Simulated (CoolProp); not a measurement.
Properties of benzene along the isobar 0.432 MPa.

Computed with CoolProp (reference Helmholtz-energy equation of state, Thol 2012).

| T (K) | phase | Z | cv (kJ/(kg K)) | Prandtl number |
|---|---|---|---|---|
| 459.6 | gas | 0.9384 | 1.575 | 0.750 |
| 472 | gas | 0.9439 | 1.612 | 0.750 |
| 484.3 | gas | 0.9488 | 1.649 | 0.750 |
| 496.6 | gas | 0.9530 | 1.684 | 0.750 |
| 509 | gas | 0.9569 | 1.719 | 0.750 |
| 521.3 | gas | 0.9603 | 1.753 | 0.750 |
| 533.6 | gas | 0.9634 | 1.785 | 0.751 |
| 546 | gas | 0.9661 | 1.818 | 0.751 |
| 558.3 | gas | 0.9686 | 1.849 | 0.752 |
| 570.7 | gas | 0.9709 | 1.880 | 0.752 |
| 583 | gas | 0.9730 | 1.909 | 0.753 |
| 595.3 | gas | 0.9748 | 1.938 | 0.754 |
| 607.7 | gas | 0.9766 | 1.967 | 0.755 |
| 620 | gas | 0.9782 | 1.994 | 0.756 |

Viscosity comes from a separate model (Avgeri 2014). Thermal conductivity comes from a separate model (Assael 2012).
